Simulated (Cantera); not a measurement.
What does this Cantera script print?

```python
import numpy as np
import cantera as ct

gas_names = """
    CL CL2 H HCL H2 Si SiCL SiCL2 SiCL3 SiCL4 SiH SiHCL3 SiH2 SiH2CL2 SiH3 SiH3CL SiH4 Si2 Si3
""".split()
cond_names = """
    Si(cr) Si(L)
""".split()


def load(file, names, dense=False):
    # The tables refer to 1 bar. Condensed volumes are neglected.
    table = {s.name: s for s in ct.Species.list_from_file(file)}
    out = []
    for n in names:
        d = dict(table[n].input_data)
        d["thermo"] = dict(d["thermo"], **{"reference-pressure": 1e5})
        if dense:
            d["equation-of-state"] = {"model": "constant-volume", "density": "1e6 g/cm^3"}
        out.append(ct.Species.from_dict(d))
    return out


gas = ct.Solution(thermo="ideal-gas", species=load("nasa_gas.yaml", gas_names))
cond = {s.name: ct.Solution(thermo="fixed-stoichiometry", species=[s], name=s.name)
        for s in load("nasa_condensed.yaml", cond_names, dense=True)}
atoms = {
    'SiCl4': {'Si': 1, 'CL': 4},
    'Cl2': {'CL': 2},
    'H2': {'H': 2},
}
top_T = {}  # K; cautious upper limits of use, not melting points


def equilibrate(T, P, feed):
    n = {}
    for name, mol in feed.items():
        for a, k in atoms[name].items():
            n[a] = n.get(a, 0.0) + k * mol
    gas.TPX = T, P, n
    mass = sum(n.values()) * gas.mean_molecular_weight
    gas.equilibrate("TP")
    valid = [c for c in cond.values() if c.min_temp <= T <= top_T.get(c.name, c.max_temp)]
    mix = ct.Mixture([(gas, mass / gas.mean_molecular_weight)] + [(c, 0.0) for c in valid])
    mix.T, mix.P = T, P
    mix.equilibrate("TP", solver="vcs", rtol=1e-11, max_steps=5000)
    return mix


results = []
feed = {'SiCl4': 1, 'Cl2': 2.2, 'H2': 8.4}  # mol
P = 26000  # Pa
for T in [1248, 1273, 1298, 1323, 1348, 1373, 1398, 1423, 1448]:
    mix = equilibrate(T, P, feed)
    results.append((T, P, feed, dict(zip(mix.species_names, mix.species_moles))))
    x = sorted(zip(gas.X, gas.species_names), reverse=True)
    print(f"T = {T:g} K  P = {P:g} Pa  gas = {mix.phase_moles(0):.4g} mol")
    print("   x: " + "  ".join(f"{s} {v:.3e}" for v, s in x if v > 1e-05))
    print("   condensed (mol): " + ("  ".join(f"{mix.phase(i).name} {mix.phase_moles(i):.4g}"
          for i in range(1, mix.n_phases) if mix.phase_moles(i) > 1e-12) or "none"))
```

It prints:

```
T = 1248 K  P = 26000 Pa  gas = 11.62 mol
   x: H2 5.281e-01  HCL 3.858e-01  SiCL4 7.944e-02  SiHCL3 3.830e-03  SiCL3 2.291e-03  SiCL2 4.766e-04  SiH2CL2 2.509e-05
   condensed (mol): none
T = 1273 K  P = 26000 Pa  gas = 11.63 mol
   x: H2 5.266e-01  HCL 3.874e-01  SiCL4 7.784e-02  SiHCL3 4.229e-03  SiCL3 3.095e-03  SiCL2 8.068e-04  SiH2CL2 3.179e-05
   condensed (mol): none
T = 1298 K  P = 26000 Pa  gas = 11.64 mol
   x: H2 5.246e-01  HCL 3.895e-01  SiCL4 7.584e-02  SiHCL3 4.611e-03  SiCL3 4.099e-03  SiCL2 1.324e-03  SiH2CL2 3.949e-05
   condensed (mol): none
T = 1323 K  P = 26000 Pa  gas = 11.66 mol
   x: H2 5.221e-01  HCL 3.921e-01  SiCL4 7.337e-02  SiCL3 5.314e-03  SiHCL3 4.956e-03  SiCL2 2.105e-03  SiH2CL2 4.798e-05
   condensed (mol): none
T = 1348 K  P = 26000 Pa  gas = 11.68 mol
   x: H2 5.190e-01  HCL 3.954e-01  SiCL4 7.036e-02  SiCL3 6.736e-03  SiHCL3 5.243e-03  SiCL2 3.238e-03  SiH2CL2 5.690e-05
   condensed (mol): none
T = 1373 K  P = 26000 Pa  gas = 11.71 mol
   x: H2 5.151e-01  HCL 3.994e-01  SiCL4 6.677e-02  SiCL3 8.336e-03  SiHCL3 5.447e-03  SiCL2 4.813e-03  SiH2CL2 6.574e-05
   condensed (mol): none
T = 1398 K  P = 26000 Pa  gas = 11.74 mol
   x: H2 5.105e-01  HCL 4.043e-01  SiCL4 6.259e-02  SiCL3 1.006e-02  SiCL2 6.905e-03  SiHCL3 5.548e-03  SiH2CL2 7.387e-05
   condensed (mol): none
T = 1423 K  P = 26000 Pa  gas = 11.78 mol
   x: H2 5.050e-01  HCL 4.101e-01  SiCL4 5.787e-02  SiCL3 1.182e-02  SiCL2 9.559e-03  SiHCL3 5.534e-03  SiH2CL2 8.067e-05
   condensed (mol): none
T = 1448 K  P = 26000 Pa  gas = 11.83 mol
   x: H2 4.989e-01  HCL 4.165e-01  SiCL4 5.272e-02  SiCL3 1.354e-02  SiCL2 1.277e-02  SiHCL3 5.402e-03  SiH2CL2 8.559e-05  H 1.277e-05
   condensed (mol): none
```

Equilibrium computed with Cantera from the NASA thermochemical tables; the gas is ideal and each condensed phase is pure. The tables' values for SiCl3 are old estimates; treat these amounts as uncertain.
